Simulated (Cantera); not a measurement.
A closed system holds: 1 mol C₂H₆, 14 mol H₂, equilibrated at 87.0 mbar.

Equilibrium computed with Cantera from the NASA thermochemical tables; the gas is ideal and each condensed phase is pure. Candidate condensed phases: C, C₆H₆, C₇H₈, C₈H₁₈; 76 gas species. Kinetics and transport are ignored.

x: gas mole fraction; n: condensed amount in mol.

```json
[
 {"T (K)": "823", "x H₂": "0.930", "x CH₄": "0.0702", "x H": "2.40e-11", "x C₂H₂ (acetylene)": "(withheld)", "n C(graphite)": "0.885"},
 {"T (K)": "973", "x H₂": "0.989", "x CH₄": "0.0109", "x H": "3.65e-9", "x C₂H₂ (acetylene)": "(withheld)", "n C(graphite)": "1.82"},
 {"T (K)": "1123", "x H₂": "0.997", "x CH₄": "0.00254", "x H": "1.44e-7", "x C₂H₂ (acetylene)": "(withheld)", "n C(graphite)": "1.96"},
 {"T (K)": "1273", "x H₂": "0.999", "x CH₄": "0.000816", "x H": "2.42e-6", "x C₂H₂ (acetylene)": "(withheld)", "n C(graphite)": "1.99"},
 {"T (K)": "1423", "x H₂": "1.000", "x CH₄": "0.000331", "x H": "2.25e-5", "x C₂H₂ (acetylene)": "(withheld)", "n C(graphite)": "1.99"},
 {"T (K)": "1573", "x H₂": "1.000", "x CH₄": "0.000160", "x H": "0.000138", "x C₂H₂ (acetylene)": "(withheld)", "n C(graphite)": "2.00"},
 {"T (K)": "1723", "x H₂": "0.999", "x CH₄": "8.74e-5", "x H": "0.000618", "x C₂H₂ (acetylene)": "(withheld)", "n C(graphite)": "2.00"},
 {"T (K)": "1873", "x H₂": "0.997", "x CH₄": "5.28e-5", "x H": "0.00219", "x C₂H₂ (acetylene)": "(withheld)", "n C(graphite)": "1.99"},
 {"T (K)": "2023", "x H₂": "0.993", "x CH₄": "3.43e-5", "x H": "0.00641", "x C₂H₂ (acetylene)": "(withheld)", "n C(graphite)": "1.97"},
 {"T (K)": "2173", "x H₂": "0.982", "x CH₄": "2.34e-5", "x H": "0.0162", "x C₂H₂ (acetylene)": "(withheld)", "n C(graphite)": "1.93"},
 {"T (K)": "2323", "x H₂": "0.959", "x CH₄": "1.64e-5", "x H": "0.0362", "x C₂H₂ (acetylene)": "(withheld)", "n C(graphite)": "1.84"}
]
```

Task: Complete the blanks.

Result: 
- 823, x C₂H₂ (acetylene): 3.11e-12
- 973, x C₂H₂ (acetylene): 5.33e-10
- 1123, x C₂H₂ (acetylene): 2.20e-8
- 1273, x C₂H₂ (acetylene): 3.71e-7
- 1423, x C₂H₂ (acetylene): 3.43e-6
- 1573, x C₂H₂ (acetylene): 2.06e-5
- 1723, x C₂H₂ (acetylene): 9.04e-5
- 1873, x C₂H₂ (acetylene): 0.000311
- 2023, x C₂H₂ (acetylene): 0.000887
- 2173, x C₂H₂ (acetylene): 0.00217
- 2323, x C₂H₂ (acetylene): 0.00464
